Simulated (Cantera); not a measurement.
An isothermal, constant-pressure homogeneous reactor starts with 1.44 % CH₂O, 2.78 % O₂, 95.8 % N₂, at 1300 K and 9.08 atm.

Cantera simulation using GRI-Mech 3.0 (53 species, 325 reactions); the numbers are that mechanism's predictions, not measurements.

One state of this run: x CH₂O = 1.43e-5; x O₂ = 0.0215; x CH₃ = 3.75e-10; x CO₂ = 0.000971; x C₂H = <1e-12; x C₂H₆ = <1e-12; x H = 4.91e-5. x: mole fraction; the columns are a selection and need not sum to one.

### Question
Which value of t (s) does it belong to?
A. 0.159
B. 0.000159
C. 2.52
D. 0.0400

### Answer
B, 0.000159
